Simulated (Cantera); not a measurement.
Adiabatic ignition

An adiabatic, constant-pressure homogeneous reactor starts with 22.6 % CO, 10.9 % H2, 14.0 % O2, 52.5 % N2, at 1275 K and 5.20 bar.

Cantera simulation using GRI-Mech 3.0 (53 species, 325 reactions); the numbers are that mechanism's predictions, not measurements. The hydrogen kinetics of GRI-Mech 3.0 are dated; newer H2 mechanisms differ, most at raised pressure.

```csv
t (s),T (K),x CO,x H2,x O2,x H2O,x OH,x H
1.00e-6,1275,0.226,0.109,0.140,6.70e-8,1.19e-8,6.72e-8
3.35e-6,1275,0.226,0.109,0.140,3.51e-6,3.29e-7,1.90e-6
1.12e-5,1837,0.193,0.0134,0.0678,0.0808,0.0115,0.0257
3.76e-5,2796,0.108,0.0106,0.0226,0.0996,0.0161,0.00610
0.000126,2873,0.102,0.00961,0.0184,0.103,0.0146,0.00455
0.000422,2864,0.102,0.00975,0.0168,0.103,0.0140,0.00445
0.00141,2859,0.103,0.00983,0.0160,0.103,0.0136,0.00439
0.00474,2859,0.103,0.00983,0.0159,0.103,0.0136,0.00439
0.0159,2859,0.103,0.00983,0.0159,0.103,0.0136,0.00439
0.0532,2859,0.103,0.00983,0.0159,0.103,0.0136,0.00439
0.178,2859,0.103,0.00983,0.0159,0.103,0.0136,0.00439
0.597,2859,0.103,0.00983,0.0159,0.103,0.0136,0.00439
2.00,2859,0.103,0.00983,0.0159,0.103,0.0136,0.00439
```
x: mole fraction; the columns are a selection and need not sum to one.

```
Item                                                                Result
---------------------------------  ---------------------------------------
time of steepest temperature rise                                  10.5 µs
temperature at 2.00 s                                               2859 K
equilibrium temperature                                             2859 K
x(CO) at 2.00 s                        0.103 (gas-phase equilibrium 0.103)
x(H2) at 2.00 s                    0.00983 (gas-phase equilibrium 0.00983)
x(O2) at 2.00 s                      0.0159 (gas-phase equilibrium 0.0159)
```
